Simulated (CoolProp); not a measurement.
A single-stage vapour-compression cycle with benzene: evaporating at 311.15 K (dew point), condensing at 363.15 K (bubble point), superheat 2 K, subcooling 0 K, compressor efficiency 0.75, no pressure losses. Each further row changes one setting.

The numbers come from the reference Helmholtz-energy equation of state, Thol 2012 in CoolProp.

| case | cooling COP | pressure ratio | discharge temperature (K) | refrigerating effect (kJ/kg) | volumetric capacity (kJ/m³) |
|---|---|---|---|---|---|
| as stated | 3.87 | 6.07 | 384.2 | 330 | 225 |
| evaporating temperature 316.15 K | 4.42 | 4.95 | 381.3 | 335 | 276 |
| condensing temperature 358.15 K | 4.36 | 5.24 | ? | 340 | 231 |
| subcooling 5 K | ? | 6.07 | 384.2 | 340 | 231 |
| superheat 12 K | 3.88 | 6.07 | ? | 341 | 225 |
| compressor efficiency 0.65 | ? | 6.07 | 393.3 | 330 | 225 |

Question: Some entries are withheld; supply them.

Answer: 
- condensing temperature 358.15 K, discharge temperature (K): 378.5
- subcooling 5 K, cooling COP: 3.98
- superheat 12 K, discharge temperature (K): 393.9
- compressor efficiency 0.65, cooling COP: 3.35
